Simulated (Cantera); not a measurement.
## Thermodynamics of nitride etching, feed AlN + H2O

Input: 1 mol AlN, 3.1 mol H2O, held at 2123 K and 13.3 mbar.

Cantera equilibrium calculation (NASA polynomials, part measured and part estimated; ideal gas, pure solids and liquids). Candidate condensed phases: Al, AlN, Al2O3, H2O; 35 gas species. The numbers say what is thermodynamically allowed, not how fast it happens.

```
Property                             Result
--------------------------------  ---------
x(H2O)                                0.437
x(H2)                                 0.404
x(N2)                                 0.137
x(H)                                 0.0197
x(OH)                               0.00264
x(O)                                9.16e-5
x(NO)                               6.23e-5
x(O2)                               4.21e-5
x(AlO2H)                            8.63e-6
n(Al2O3(s))                       0.500 mol
gas amount                        3.641 mol
log10 activity of Al(l) (absent)      -7.54
```
